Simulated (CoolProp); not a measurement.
Vapour-liquid equilibrium of R22 (1) + R142b (2) at 0.148 bar; x and y are mole fractions of (1).

Model: multi-fluid Helmholtz-energy mixture model, Kamei 1995 and Lemmon 2006; pair parameters Bell 2016, in CoolProp.

```tsv
x	bubble temperature, mixture model (K)	bubble temperature, Raoult's law (K)	y, mixture model	y, Raoult's law
0.05	221.9	221.8	0.198	0.203
0.2	215.5	215.0	0.544	0.563
0.35	210.9	210.1	0.727	0.745
0.5	207.2	206.4	0.839	0.849
0.65	204.0	203.4	0.913	0.915
0.8	201.2	201.0	0.962	0.960
0.95	198.9	198.9	0.993	0.991
```

The largest gap from Raoult's law is +0.8 K in bubble temperature, at x = 0.5. No azeotrope shows between x = 0.05 and 0.95.

Pair parameters are fitted to limited data, so mixtures are less certain than the pure fluids.
